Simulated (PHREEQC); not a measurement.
NaOH is added in steps, without added water, to 1 kg of water holding 7.4 mmol/kgw HCl, 0.099 mmol/kgw NiSO4 and 0.05 mmol/kgw Na2SO4, at 25 °C. Oxygen is held at 0.21 atm. No CO2 enters from the air. Precipitation was switched off in this run.

Base run: PHREEQC, ion-association model, wateq4f.dat. Each further column changes one thing. The table gives pH.

```
NaOH added (mol)   base  HCl replaced by CsCl at the same molality  NiSO4 replaced by NH4HSO4 at the same molality  Na2SO4 from 5e-05 to 5.5e-05 mol/kgw  solids may form
----------------  -----  -----------------------------------------  ----------------------------------------------  ------------------------------------  ---------------
0                  2.17                                 (withheld)                                            2.16                                  2.17             2.17
0.001187           2.25                                 (withheld)                                            2.24                                  2.25             2.25
0.002969           2.39                                      11.38                                            2.38                                  2.39             2.39
0.004156           2.53                                 (withheld)                                            2.52                                  2.53             2.53
0.005938           2.87                                 (withheld)                                            2.85                                  2.87             2.87
0.007125           3.60                                      11.78                                            3.47                                  3.60             3.60
0.008906          11.05                                      11.88                                           11.07                                 11.05            11.07
0.01009           11.34                                 (withheld)                                           11.35                                 11.34            11.35
0.01188           11.57                                      12.00                                           11.58                                 11.57            11.58
0.01306           11.68                                      12.04                                           11.69                                 11.68            11.69
0.01484           11.80                                      12.10                                           11.80                                 11.80            11.80
0.01603           11.86                                      12.13                                           11.87                                 11.86            11.87
0.01781           11.95                                      12.17                                           11.95                                 11.95            11.95
0.019             11.99                                      12.20                                           12.00                                 11.99            12.00
```

**Question.** Complete the blanks.

**Answer.** 
- 0, HCl replaced by CsCl at the same molality: 6.86
- 0.001187, HCl replaced by CsCl at the same molality: 10.93
- 0.004156, HCl replaced by CsCl at the same molality: 11.54
- 0.005938, HCl replaced by CsCl at the same molality: 11.70
- 0.01009, HCl replaced by CsCl at the same molality: 11.93

In at least one series the solution becomes supersaturated in solids that the run did not let form, among them Ni(OH)2, Ni4(OH)6SO4.  The database's Ni(OH)2 is the aged solid; a fresh precipitate is more soluble. Solids allowed in the column 'solids may form': Ni(OH)2, Ni4(OH)6SO4, Halite, Mirabilite, Morenosite.
